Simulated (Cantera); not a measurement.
Input: 1 mol Si, 0.62 mol F₂, 0.14 mol H₂, at 700 °C and 133 Pa.

These are equilibrium values from Cantera (NASA tables, ideal gas, pure condensed phases), not measurements of a reactor. Candidate condensed phases: Si; 25 gas species. The tables' values for SiF₃ are old estimates; treat these amounts as uncertain. The numbers say what is thermodynamically allowed, not how fast it happens.

Base state: SiF₄ 0.683, H₂ 0.308, SiHF₃ 0.00787, SiF₃ 0.00164, SiH₂F₂ 4.87e-5, HF 3.66e-5 (mole fractions); condensed: Si(s).

Task: What changes in the equilibrium state with this change: 1.1 mol Cl₂ added?

Result: 
```tsv
species	before	after
SiCl₄	0	0.514
SiF₄	0.683	0.304
H₂	0.308	0.118
HCl	0	0.0258
SiHCl₃	0	0.0131
SiCl₃	0	0.0128
SiCl₂	0	0.00912
SiH₂Cl₂	0	3.51e-5
SiH₂F₂	4.87e-5	1.24e-5
Si(s), mol	0.689	0.134
```
The tables' values for SiCl₃, SiF₃ are old estimates; treat these amounts as uncertain.
